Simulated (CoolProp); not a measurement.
Properties of methane at several states.

Model: reference Helmholtz-energy equation of state, Setzmann 1991, in CoolProp.

```tsv
T (K)	p (MPa)	phase	Z	cp (kJ/(kg K))	cv (kJ/(kg K))	expansivity (1/kK)	conductivity (mW/(m K))	Prandtl number
103.1	8.34	liquid	0.3540	3.364	2.119	2.944	204	2.60
308.7	0.923	gas	0.9861	2.301	1.741	3.415	36.1	0.741
302.1	0.27	gas	0.9956	2.250	1.719	3.365	34.8	0.734
```

Viscosity comes from a separate model (Quiñones-Cisneros 2006). Thermal conductivity comes from a separate model (Friend 1989).
